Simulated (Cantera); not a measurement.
Charge: 1 mol C₆H₆, 20 mol H₂, equilibrated at 2077 °C and 24.0 Pa.

Method: chemical equilibrium by Gibbs-energy minimisation in Cantera with the NASA 1993 tables (ideal gas, pure condensed phases). Candidate condensed phases: C, C₆H₆, C₇H₈, C₈H₁₈; 76 gas species. Kinetics and transport are ignored.

Base state: H 0.543, H₂ 0.454, C₂H₂ (acetylene) 0.00251, C₃ 0.000172, C₂H 0.000153, C 7.72e-5, C₂ 1.54e-5 (mole fractions); condensed: C(graphite).

What changes in the equilibrium state with this change: temperature from 2077 °C to 950 °C?


```tsv
species	before	after
H₂	0.454	1.000
H	0.543	1.94e-5
C₂H₂ (acetylene)	0.00251	1.57e-7
C₃	0.000172	<1e-9
C₂H	0.000153	<1e-9
C	7.72e-5	<1e-9
C₂	1.54e-5	<1e-9
C(graphite), mol	5.81	6.00
```

What changes in the equilibrium state with this change: temperature from 2077 °C to 2550 °C?


```json
[
 {"species": "H", "before": "0.543", "after": "0.917"},
 {"species": "C₃", "before": "0.000172", "after": "0.0307"},
 {"species": "H₂", "before": "0.454", "after": "0.0256"},
 {"species": "C", "before": "7.72e-5", "after": "0.0198"},
 {"species": "C₄", "before": "5.63e-8", "after": "3.40e-5"},
 {"species": "C₅", "before": "2.56e-7", "after": "9.97e-5"},
 {"species": "C₂", "before": "1.54e-5", "after": "0.00537"},
 {"species": "C(graphite), mol", "before": "5.81", "after": "0"}
]
```
